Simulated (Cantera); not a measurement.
## CuO + CH4 + H2 (carbothermic reduction)

Feed: 1 mol CuO, a varied amount of CH4, 3.3 mol H2, at 1852 °C and 0.0100 bar.

Method: chemical equilibrium by Gibbs-energy minimisation in Cantera with the NASA 1993 tables (ideal gas, pure condensed phases). Candidate condensed phases: C, C6H6, C7H8, C8H18, Cu, CuO, Cu(OH)2, Cu2O, H2O; 113 gas species. Kinetics and transport are ignored.

```tsv
n(CH4) (mol)	x H2	x Cu	x CO	x H2O	x H	n C(graphite)
0.4	0.616	0.179	0.0693	0.105	0.0285	0
0.5	0.634	0.170	0.0828	0.0823	0.0289	0
0.63	0.654	0.159	0.0986	0.0569	0.0294	0
0.79	0.676	0.147	0.116	0.0298	0.0299	0
0.99	0.699	0.135	0.134	0.00130	0.0304	0
1.2	0.712	0.128	0.128	6.69e-8	0.0307	0.181
1.6	0.736	0.116	0.116	6.26e-8	0.0312	0.579
2	0.756	0.106	0.106	5.88e-8	0.0316	0.976
2.5	0.776	0.0955	0.0955	5.44e-8	0.0320	1.47
3.1	0.795	0.0855	0.0856	5.00e-8	0.0324	2.07
3.9	0.816	0.0750	0.0751	4.50e-8	0.0328	2.86
4.8	0.833	0.0660	0.0660	4.04e-8	0.0332	3.76
```
x: gas mole fraction; n: condensed amount in mol.

From 0.4 mol CH4 to 0.99 mol CH4 nothing is condensed. From 1.2 mol CH4 to 4.8 mol CH4 the condensed part is C(graphite). The main Cu-bearing gas is Cu throughout.
